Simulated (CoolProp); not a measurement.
Nitrogen at 293.15 K and 2.47 MPa is throttled through a valve to 0.341 MPa with no heat exchange. Each further row changes one setting.

The numbers come from the reference Helmholtz-energy equation of state, Span 2000 in CoolProp.

```json
[
 {"case": "as stated", "temperature change (K)": "?", "final density (kg/m³)": "3.99"},
 {"case": "outlet pressure 0.102 MPa", "temperature change (K)": "?", "final density (kg/m³)": "?"},
 {"case": "outlet pressure 0.443 MPa", "temperature change (K)": "-4.4", "final density (kg/m³)": "?"}
]
```

**Question.** Fill in the missing entries.

**Answer.** 
- as stated, temperature change (K): -4.6
- outlet pressure 0.102 MPa, temperature change (K): -5.2
- outlet pressure 0.102 MPa, final density (kg/m³): 1.19
- outlet pressure 0.443 MPa, final density (kg/m³): 5.17
